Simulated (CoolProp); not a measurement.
A single-stage vapour-compression cycle with R141b: evaporating at 275.15 K (dew point), condensing at 301.15 K (bubble point), superheat 10 K, subcooling 8 K, compressor efficiency 0.8, no pressure losses. Each further row changes one setting.

Model: reference Helmholtz-energy equation of state, Lemmon 2006, in CoolProp. It is a short technical equation, of lower accuracy than the large ones.

```json
[
 {"case": "as stated", "cooling COP": "8.17", "pressure ratio": "2.85", "discharge temperature (K)": "322.4", "refrigerating effect (kJ/kg)": "224", "volumetric capacity (kJ/m³)": "344"},
 {"case": "evaporating temperature 280.15 K", "cooling COP": "___", "pressure ratio": "___", "discharge temperature (K)": "319.8", "refrigerating effect (kJ/kg)": "227", "volumetric capacity (kJ/m³)": "429"},
 {"case": "condensing temperature 296.15 K", "cooling COP": "10.3", "pressure ratio": "2.37", "discharge temperature (K)": "315.7", "refrigerating effect (kJ/kg)": "229", "volumetric capacity (kJ/m³)": "353"},
 {"case": "subcooling 13 K", "cooling COP": "8.38", "pressure ratio": "2.85", "discharge temperature (K)": "322.4", "refrigerating effect (kJ/kg)": "229", "volumetric capacity (kJ/m³)": "353"},
 {"case": "superheat 20 K", "cooling COP": "8.15", "pressure ratio": "2.85", "discharge temperature (K)": "332.9", "refrigerating effect (kJ/kg)": "231", "volumetric capacity (kJ/m³)": "___"},
 {"case": "compressor efficiency 0.7", "cooling COP": "7.15", "pressure ratio": "2.85", "discharge temperature (K)": "327.2", "refrigerating effect (kJ/kg)": "224", "volumetric capacity (kJ/m³)": "344"}
]
```

Question: Complete the blanks.

Answer: 
- evaporating temperature 280.15 K, cooling COP: 10.4
- evaporating temperature 280.15 K, pressure ratio: 2.29
- superheat 20 K, volumetric capacity (kJ/m³): 343
